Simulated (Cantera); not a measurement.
What does this Cantera script print?

```python
import numpy as np
import cantera as ct

gas_names = """
    H H2 N NH NH2 NH3 N2 N2H2 N2H4 Si SiH SiH2 SiH3 SiH4 SiN Si2 Si2N Si3
""".split()
cond_names = """
    Si(cr) Si(L) Si3N4(a)
""".split()


# ... load() reads the species with a 1 bar reference pressure and builds the phases ...
atoms = {
    'SiH4': {'Si': 1, 'H': 4},
    'NH3': {'N': 1, 'H': 3},
}
top_T = {'Si3N4(a)': 2400}  # K; cautious upper limits of use, not melting points


# ... equilibrate(T, P, feed) seeds the gas with the atoms and calls Mixture.equilibrate('TP', solver="vcs", rtol=1e-11, max_steps=5000) ...
results = []
feed = {'SiH4': 1, 'NH3': 1.7}  # mol
P = 28  # Pa
for T in [850, 950, 1050, 1150, 1250, 1350, 1450, 1550, 1650, 1750, 1850, 1950, 2050]:
    mix = equilibrate(T, P, feed)
    results.append((T, P, feed, dict(zip(mix.species_names, mix.species_moles))))

top = {s: max(r[3][s] / sum(r[3][g] for g in gas_names) for r in results) for s in gas_names}
cols = sorted((s for s in top if top[s] > 1e-05), key=lambda s: -top[s])[:8]
seen = [c for c in cond_names if any(r[3].get(c, 0) > 1e-12 for r in results)]
print("log10 of partial pressures in bar; condensed amounts in mol")
print(f"{'T/K':>10s}" + "".join(f"{s[:9]:>10s}" for s in cols + seen))
for T, P, feed, n in results:
    ng = sum(n[g] for g in gas_names)
    print(f"{T:10.4g}" + "".join(f"{np.log10(max(n[s] / ng * P / 1e5, 1e-99)):10.3f}" for s in cols)
          + "".join(f"{n.get(c, 0):10.4g}" for c in seen))
```

Output:

```
log10 of partial pressures in bar; condensed amounts in mol
       T/K        H2        N2        Si         H       SiH       Si2      Si2N       SiN    Si(cr)     Si(L)  Si3N4(a)
       850    -3.570    -4.965   -26.060   -12.473   -25.300   -38.737   -32.953   -26.315         0         0    0.3333
       950    -3.570    -4.965   -21.548   -11.040   -21.281   -31.732   -27.184   -22.316         0         0    0.3333
      1050    -3.570    -4.965   -17.901    -9.876   -18.033   -26.070   -22.523   -19.085         0         0    0.3333
      1150    -3.570    -4.965   -14.892    -8.912   -15.356   -21.401   -18.681   -16.421         0         0    0.3333
      1250    -3.570    -4.965   -12.370    -8.101   -13.112   -17.488   -15.461   -14.188         0         0    0.3333
      1350    -3.570    -4.965   -10.225    -7.408   -11.206   -14.162   -12.726   -12.290         0         0    0.3333
      1450    -3.580    -4.767    -8.512    -6.814    -9.703   -11.566   -10.541   -10.691    0.1694         0    0.2769
      1550    -3.628    -4.356    -7.479    -6.316    -8.873   -10.222    -9.436    -9.637    0.9993         0         0
      1650    -3.630    -4.357    -6.572    -5.857    -8.125    -9.044    -8.648    -8.894    0.9945         0         0
      1750    -3.636    -4.361    -5.824    -5.451    -7.520    -8.110    -8.061    -8.292         0    0.9692         0
      1850    -3.652    -4.373    -5.191    -5.095    -7.020    -7.346    -7.610    -7.793         0    0.8649         0
      1950    -3.698    -4.410    -4.623    -4.790    -6.589    -6.661    -7.220    -7.359         0    0.4585         0
      2050    -3.760    -4.453    -4.393    -4.524    -6.491    -6.607    -7.437    -7.254         0         0         0
```

Equilibrium computed with Cantera from the NASA thermochemical tables; the gas is ideal and each condensed phase is pure. Mutual solubility and eutectic melting of coexisting phases are not modelled. The tables' values for SiN are old estimates; treat these amounts as uncertain. Gases not in the tables: Si2H6 and higher silanes.
